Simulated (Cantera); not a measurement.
Mixture: CH4 : O2 : N2 = 1 : 2.86 : 10.7 (molar parts), at 1.00 bar, adiabatic and at constant pressure. Ignition delay is the time to a rise of 400 K.

Model: GRI-Mech 3.0 (53 species, 325 reactions), integrated in Cantera.

### Question
What does this change do: 0.71 parts H2O added?

### Answer
| quantity | before | after |
|---|---|---|
| delay at 1100 K | 0.172 s | 0.185 s |
| delay at 1150 K | 78.9 ms | 86.4 ms |
| delay at 1200 K | 37.8 ms | 42.0 ms |
| delay at 1250 K | 18.8 ms | 21.1 ms |
| delay at 1300 K | 9.72 ms | 11.0 ms |
| delay at 1350 K | 5.22 ms | 5.90 ms |
| delay at 1400 K | 2.91 ms | 3.27 ms |
| apparent activation energy between 1300 and 1400 K | 180 kJ/mol | 180 kJ/mol |
